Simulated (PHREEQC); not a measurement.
Na2SO4 is added in steps, without added water, to 1 kg of water holding 17 mmol/kgw HF, 0.32 mmol/kgw NH4F and 26 mmol/kgw H3PO4, at 26 °C. O2 is buffered at 0.21 atm. CO2 is held at log p = -3.4 (atm). Solids allowed: Mirabilite, Nahcolite, Natron. Others were left out.

Base run: PHREEQC, ion-association model, wateq4f.dat. Each further column changes one thing. The table gives HSO4- (mol/kgw).

```
Na2SO4 added (mol)     base  database phreeqc.dat  Davies equation for every ion  Debye-Hückel limiting law  metal-ligand complexes left out
------------------  -------  --------------------  -----------------------------  -------------------------  -------------------------------
0                         0                     0                              0                          0                                0
0.0078              0.00272               0.00273                        0.00267                    0.00246                          0.00278
0.0143              0.00437               0.00438                        0.00428                    0.00379                          0.00452
0.0221              0.00592               0.00594                        0.00580                    0.00492                          0.00620
0.0299              0.00718               0.00719                        0.00703                    0.00573                          0.00757
0.0377              0.00822               0.00822                        0.00806                    0.00634                          0.00873
0.0442              0.00898               0.00897                        0.00882                    0.00674                          0.00957
0.052               0.00977               0.00975                        0.00963                    0.00711                           0.0105
```

wateq4f.dat counts part of the HF as a dimer, H2F2, which phreeqc.dat doesn't know; its constant is uncertain. H3PO4, which wateq4f.dat lacks, is added to it with the constant of phreeqc.dat.  phreeqc.dat and wateq4f.dat share most of their constants, so their agreement is no independent check.
